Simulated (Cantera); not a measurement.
A closed system holds: 1 mol Zr, 4.6 mol N₂O, 2.4 mol N₂, equilibrated at 200 Pa.

These are equilibrium values from Cantera (NASA tables, ideal gas, pure condensed phases), not measurements of a reactor. Candidate condensed phases: Zr, ZrN, ZrO₂; 13 gas species. The numbers say what is thermodynamically allowed, not how fast it happens. All values below are at 1100 °C.

Base state: N₂ 0.843, O₂ 0.156, NO 0.000554 (mole fractions); condensed: ZrO₂(monoclinic).

What changes in the equilibrium state with this change: Zr replaced by V?


```
species                  before     after
---------------------  --------  --------
N₂                        0.843     0.843
O₂                        0.156     0.156
NO                     0.000554  0.000554
ZrO₂(monoclinic), mol      1.00         0
V₂O₄(s), mol                  0     0.500
```
Condensed phases not in the tables: the oxides between V₂O₃ and V₂O₅ other than VO₂. Further candidate phases: V, VN, VO, V₂O₃, V₂O₄, V₂O₅.
